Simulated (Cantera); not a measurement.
## Hydrocarbon pyrolysis for carbon deposition

An isothermal, constant-pressure homogeneous reactor starts with 1.22 % CH4, 98.8 % H2, at 1900 K and 1.00 bar.

Detailed kinetics in Cantera: GRI-Mech 3.0 (53 species, 325 reactions). GRI-Mech 3.0 stops at C3 and has no aromatics, soot or wall deposition, so with more carbon than oxygen in the feed, carbon stays in small species such as C2H2 where larger ones or solid carbon would form.

| t (s) | x CH4 | x H2 | x H | x C2H2 | x C2H4 | x CH3 | x CH2 |
|---|---|---|---|---|---|---|---|
| 2.00e-5 | 0.0122 | 0.988 | 9.68e-5 | 3.50e-10 | 1.71e-8 | 2.45e-5 | 2.84e-9 |
| 6.53e-5 | 0.0121 | 0.988 | 0.000302 | 6.83e-8 | 5.62e-7 | 7.46e-5 | 2.71e-8 |
| 0.000213 | 0.0120 | 0.987 | 0.000681 | 7.97e-6 | 7.59e-6 | 0.000165 | 1.34e-7 |
| 0.000696 | 0.0118 | 0.987 | 0.000783 | 0.000101 | 1.29e-5 | 0.000186 | 1.73e-7 |
| 0.00227 | 0.0111 | 0.987 | 0.000784 | 0.000413 | 1.54e-5 | 0.000176 | 1.65e-7 |
| 0.00742 | 0.00950 | 0.988 | 0.000786 | 0.00123 | 2.22e-5 | 0.000151 | 1.41e-7 |
| 0.0242 | 0.00646 | 0.990 | 0.000790 | 0.00274 | 3.61e-5 | 0.000103 | 9.76e-8 |
| 0.0792 | 0.00339 | 0.991 | 0.000794 | 0.00427 | 5.17e-5 | 5.41e-5 | 5.22e-8 |
| 0.258 | 0.00209 | 0.992 | 0.000796 | 0.00491 | 5.89e-5 | 3.34e-5 | 3.25e-8 |
| 0.844 | 0.00199 | 0.992 | 0.000796 | 0.00496 | 5.94e-5 | 3.19e-5 | 3.10e-8 |
| 2.76 | 0.00199 | 0.992 | 0.000796 | 0.00496 | 5.94e-5 | 3.19e-5 | 3.10e-8 |
| 9.00 | 0.00199 | 0.992 | 0.000796 | 0.00496 | 5.94e-5 | 3.19e-5 | 3.10e-8 |
x: mole fraction; the columns are a selection and need not sum to one.

Equilibrium at this temperature and pressure: CH4 0.00199, H2 0.992, H 0.000796, C2H2 0.00496, C2H4 5.94e-5, CH3 3.19e-5, CH2 3.10e-8 (gas phase only).
